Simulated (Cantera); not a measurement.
Reactions in the system Mg-O-S

Standard-state values (1 bar) from the NASA 1993 polynomials, evaluated with Cantera. Values are per mole of reaction as written; species without (g) are pure solids or liquids, kept so even where they would boil at 1 bar.

MgS + 4 O(g) ⇌ SO3(g) + MgO

```json
[
 {"T (K)": "300", "ΔH° (kJ)": "-1648.0", "ΔS° (J/K)": "-411.1", "ΔG° (kJ)": "-1524.7", "log10 K": "265.47"},
 {"T (K)": "425", "ΔH° (kJ)": "-1652.7", "ΔS° (J/K)": "-424.3", "ΔG° (kJ)": "-1472.4", "log10 K": "180.96"},
 {"T (K)": "575", "ΔH° (kJ)": "-1656.6", "ΔS° (J/K)": "-432.1", "ΔG° (kJ)": "-1408.1", "log10 K": "127.91"},
 {"T (K)": "725", "ΔH° (kJ)": "-1659.2", "ΔS° (J/K)": "-436.2", "ΔG° (kJ)": "-1342.9", "log10 K": "96.75"},
 {"T (K)": "875", "ΔH° (kJ)": "-1661.1", "ΔS° (J/K)": "-438.6", "ΔG° (kJ)": "-1277.3", "log10 K": "76.25"},
 {"T (K)": "1025", "ΔH° (kJ)": "-1662.5", "ΔS° (J/K)": "-440.1", "ΔG° (kJ)": "-1211.4", "log10 K": "61.73"},
 {"T (K)": "1175", "ΔH° (kJ)": "-1663.6", "ΔS° (J/K)": "-441.1", "ΔG° (kJ)": "-1145.3", "log10 K": "50.91"},
 {"T (K)": "1325", "ΔH° (kJ)": "-1664.5", "ΔS° (J/K)": "-441.8", "ΔG° (kJ)": "-1079.1", "log10 K": "42.54"},
 {"T (K)": "1475", "ΔH° (kJ)": "-1665.2", "ΔS° (J/K)": "-442.3", "ΔG° (kJ)": "-1012.8", "log10 K": "35.86"},
 {"T (K)": "1625", "ΔH° (kJ)": "-1665.8", "ΔS° (J/K)": "-442.7", "ΔG° (kJ)": "-946.4", "log10 K": "30.42"}
]
```

2 SO3(g) + MgS ⇌ Mg + 3 SO2(g)

```json
[
 {"T (K)": "300", "ΔH° (kJ)": "246.7", "ΔS° (J/K)": "213.3", "ΔG° (kJ)": "182.8", "log10 K": "-31.82", "condensed phases": "MgS(s), Mg(s)"},
 {"T (K)": "425", "ΔH° (kJ)": "246.1", "ΔS° (J/K)": "211.6", "ΔG° (kJ)": "156.2", "log10 K": "-19.20", "condensed phases": "MgS(s), Mg(s)"},
 {"T (K)": "575", "ΔH° (kJ)": "244.9", "ΔS° (J/K)": "209.2", "ΔG° (kJ)": "124.6", "log10 K": "-11.32", "condensed phases": "MgS(s), Mg(s)"},
 {"T (K)": "725", "ΔH° (kJ)": "243.5", "ΔS° (J/K)": "207.0", "ΔG° (kJ)": "93.4", "log10 K": "-6.73", "condensed phases": "MgS(s), Mg(s)"},
 {"T (K)": "875", "ΔH° (kJ)": "242.2", "ΔS° (J/K)": "205.4", "ΔG° (kJ)": "62.5", "log10 K": "-3.73", "condensed phases": "MgS(s), Mg(s)"},
 {"T (K)": "1025", "ΔH° (kJ)": "249.6", "ΔS° (J/K)": "213.5", "ΔG° (kJ)": "30.8", "log10 K": "-1.57", "condensed phases": "MgS(s), Mg(l)"},
 {"T (K)": "1175", "ΔH° (kJ)": "248.7", "ΔS° (J/K)": "212.6", "ΔG° (kJ)": "-1.1", "log10 K": "0.05", "condensed phases": "MgS(s), Mg(l)"},
 {"T (K)": "1325", "ΔH° (kJ)": "247.6", "ΔS° (J/K)": "211.7", "ΔG° (kJ)": "-32.9", "log10 K": "1.30", "condensed phases": "MgS(s), Mg(l)"},
 {"T (K)": "1475", "ΔH° (kJ)": "246.4", "ΔS° (J/K)": "210.9", "ΔG° (kJ)": "-64.6", "log10 K": "2.29", "condensed phases": "MgS(s), Mg(l)"},
 {"T (K)": "1625", "ΔH° (kJ)": "245.2", "ΔS° (J/K)": "210.1", "ΔG° (kJ)": "-96.2", "log10 K": "3.09", "condensed phases": "MgS(s), Mg(l)"}
]
```
